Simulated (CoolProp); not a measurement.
Carbonyl sulfide at several states: density (kg/m³) from the reference equation and from simpler models built on Tc = 105.6 °C, pc = 6369 kPa, ω = 0.098; each cubic takes its own stable root.

Model: reference Helmholtz-energy equation of state, Lemmon 2006, in CoolProp. It is a short technical equation, of lower accuracy than the large ones.

```json
[
 {"T (°C)": "92.15", "p (kPa)": "4610", "phase": "gas", "reference": "149.5", "van der Waals": "135.1", "Redlich-Kwong": "145.8"},
 {"T (°C)": "11.65", "p (kPa)": "2200", "phase": "liquid", "reference": "1032", "van der Waals": "663.0", "Redlich-Kwong": "952.9"},
 {"T (°C)": "-129.25", "p (kPa)": "79.1", "phase": "liquid", "reference": "1334", "van der Waals": "846.4", "Redlich-Kwong": "1262"},
 {"T (°C)": "343.45", "p (kPa)": "22.7", "phase": "gas", "reference": "0.2661", "van der Waals": "0.2661", "Redlich-Kwong": "0.2661"},
 {"T (°C)": "135.55", "p (kPa)": "2800", "phase": "gas", "reference": "56.68", "van der Waals": "56.22", "Redlich-Kwong": "56.85"},
 {"T (°C)": "155.45", "p (kPa)": "14", "phase": "gas", "reference": "0.2361", "van der Waals": "0.2361", "Redlich-Kwong": "0.2361"}
]
```
